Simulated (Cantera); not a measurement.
Mixture: CH4 : H2 : O2 : N2 = 1 : 0.32 : 1.35 : 5.08 (molar parts), equivalence ratio 1.6, at 16500 Torr, adiabatic and at constant volume. Ignition delay is the time to a rise of 400 K.

Cantera simulation using GRI-Mech 3.0 (53 species, 325 reactions); the numbers are that mechanism's predictions, not measurements. The pressure lies above the range GRI-Mech 3.0 was tuned for (to about 10 atm).

**Question.** Predict: delay at 1300 K; delay at 1375 K; delay at 1450 K; delay at 1525 K; delay at 1600 K; apparent activation energy between 1450 and 1600 K.

**Answer.** 
```
Item                                                     Value
--------------------------------------------------  ----------
delay at 1300 K                                       0.111 ms
delay at 1375 K                                        65.6 µs
delay at 1450 K                                        40.4 µs
delay at 1525 K                                        25.2 µs
delay at 1600 K                                        15.9 µs
apparent activation energy between 1450 and 1600 K  120 kJ/mol
```
